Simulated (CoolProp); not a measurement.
A Linde-Hampson liquefier for oxygen: isothermal reversible compression at 250 K from 1 atm to 15 MPa, throttling to 1 atm, return gas leaving the recuperator 0 K below the feed. Each further row changes one setting.

The numbers come from the reference Helmholtz-energy equation of state, Schmidt 1985 in CoolProp.

| case | liquid yield per pass | compression work (kJ/kg of gas) |
|---|---|---|
| as stated | 0.141 | 313 |
| high pressure 30 MPa | … | … |
| warm-end temperature 280 K | … | 356 |
| warm-end gap 5 K | … | 313 |

Fill in the missing entries.


- high pressure 30 MPa, liquid yield per pass: 0.223
- high pressure 30 MPa, compression work (kJ/kg of gas): 352
- warm-end temperature 280 K, liquid yield per pass: 0.101
- warm-end gap 5 K, liquid yield per pass: 0.130
